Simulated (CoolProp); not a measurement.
A single-stage vapour-compression cycle with ethane: evaporating at 203.15 K (dew point), condensing at 224.15 K (bubble point), superheat 5 K, subcooling 2 K, compressor efficiency 0.65, no pressure losses. Each further row changes one setting.

The numbers come from the reference Helmholtz-energy equation of state, Bücker 2006 in CoolProp.

```
case                              cooling COP  pressure ratio  discharge temperature (K)  refrigerating effect (kJ/kg)  volumetric capacity (kJ/m³)
--------------------------------  -----------  --------------  -------------------------  ----------------------------  ---------------------------
as stated                                5.69            2.29                      260.2                           421                         1950
evaporating temperature 208.15 K         7.81            1.85                        ___                           427                         2400
condensing temperature 219.15 K          7.64            1.91                      248.5                           435                         2010
subcooling 7 K                            ___            2.29                      260.2                           435                         2010
superheat 15 K                            ___            2.29                      271.6                           437                         1910
compressor efficiency 0.55               4.82            2.29                      267.9                           421                         1950
```

Question: What belongs in the gaps?

Answer: 
- evaporating temperature 208.15 K, discharge temperature (K): 252.0
- subcooling 7 K, cooling COP: 5.87
- superheat 15 K, cooling COP: 5.59
